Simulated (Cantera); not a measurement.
Cantera run, input and output.

```python
import numpy as np
import cantera as ct

gas = ct.Solution("gri30.yaml")
gas.TPX = 1375, 100000, {'CO': 1, 'H2': 0.35, 'CH4': 0.038, 'O2': 1.39, 'N2': 5.23}
reactor = ct.IdealGasReactor(gas, energy="on", clone=False)
net = ct.ReactorNet([reactor])
net.rtol, net.atol = 1e-08, 1e-16
show = ['CO', 'H2', 'CH4', 'NO2', 'CO2', 'NO']
times = np.geomspace(1e-06, 9, 13)

steps = ct.SolutionArray(gas, extra=["t"])
rows = []
print(f"{'t/s':>10s}{'T/K':>9s}{'P/Pa':>11s}" + "".join(f"{s:>11s}" for s in show))
for t in times:
    while net.time < t:
        t_next = net.step()
        steps.append(gas.state, t=t_next)
    rows.append([np.interp(t, steps.t, y) for y in (steps.T, steps.P, *steps(*show).X.T)])
    print(f"{t:10.3e}{rows[-1][0]:9.1f}{rows[-1][1]:11.4g}" + "".join(f"{x:11.3e}" for x in rows[-1][2:]))
rate = np.gradient(steps.T, steps.t)
print("integrator steps:", len(steps.t))
if steps.T.max() > steps.T[0] + 200:
    print(f"time of steepest temperature rise: {steps.t[rate.argmax()]:.4e} s")
gas.TPX = 1375, 100000, {'CO': 1, 'H2': 0.35, 'CH4': 0.038, 'O2': 1.39, 'N2': 5.23}
gas.equilibrate("UV")
print(f"equilibrium (UV): T = {gas.T:.1f} K  " + "  ".join(f"{s} {gas[s].X[0]:.3e}" for s in show))
```

Result:

```
       t/s      T/K       P/Pa         CO         H2        CH4        NO2        CO2         NO
 1.000e-06   1375.0      1e+05  1.249e-01  4.371e-02  4.745e-03  3.965e-25  1.266e-08  5.134e-18
 3.798e-06   1375.0      1e+05  1.249e-01  4.371e-02  4.745e-03  9.392e-23  6.635e-08  1.090e-16
 1.442e-05   1375.0      1e+05  1.249e-01  4.369e-02  4.743e-03  4.853e-19  2.556e-06  2.451e-14
 5.477e-05   1795.0  1.288e+05  8.239e-02  4.155e-03  1.125e-15  4.525e-09  4.897e-02  1.022e-05
 2.080e-04   2539.2  1.743e+05  3.419e-02  2.336e-03  6.416e-18  2.939e-07  1.031e-01  4.815e-04
 7.900e-04   2674.1  1.819e+05  2.477e-02  1.590e-03  8.412e-18  2.717e-06  1.138e-01  4.107e-03
 3.000e-03   2662.6   1.81e+05  2.417e-02  1.560e-03  7.995e-18  8.224e-06  1.145e-01  1.262e-02
 1.139e-02   2655.9  1.804e+05  2.382e-02  1.543e-03  7.754e-18  1.132e-05  1.149e-01  1.752e-02
 4.327e-02   2655.7  1.804e+05  2.381e-02  1.542e-03  7.749e-18  1.138e-05  1.149e-01  1.763e-02
 1.643e-01   2655.7  1.804e+05  2.381e-02  1.542e-03  7.749e-18  1.138e-05  1.149e-01  1.763e-02
 6.240e-01   2655.7  1.804e+05  2.381e-02  1.542e-03  7.749e-18  1.138e-05  1.149e-01  1.763e-02
 2.370e+00   2655.7  1.804e+05  2.381e-02  1.542e-03  7.749e-18  1.138e-05  1.149e-01  1.763e-02
 9.000e+00   2655.7  1.804e+05  2.381e-02  1.542e-03  7.749e-18  1.138e-05  1.149e-01  1.763e-02
integrator steps: 1600
time of steepest temperature rise: 3.7114e-05 s
equilibrium (UV): T = 2655.7 K  CO 2.381e-02  H2 1.542e-03  CH4 1.144e-17  NO2 1.138e-05  CO2 1.149e-01  NO 1.763e-02
```

Detailed kinetics in Cantera: GRI-Mech 3.0 (53 species, 325 reactions).
